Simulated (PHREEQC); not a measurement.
Consider water at 25 °C with 0.014 mol KOH, 0.0011 mol Na2SiO3 and 0.3 mol (CH3)4NCl per kg of water. It is in equilibrium with CO2 at log p = -3.4 (atm). Otherwise closed; pH follows from the charge balance.

All values are PHREEQC results (ion-association model, wateq4f.dat), not measurements.

No solid was allowed to form.

Question: What pH does the model give?

Answer: pH 9.15.

Question: In which forms is Si present?

Answer: H4SiO4 75 %, H3SiO4- 25 % of the Si.

Examples of supersaturated solids here: Quartz (slow to form), Chalcedony (slow to form). Others may be too. (CH3)4N+ isn't in the database: it is added as a free cation with an ion size of 4 Å.
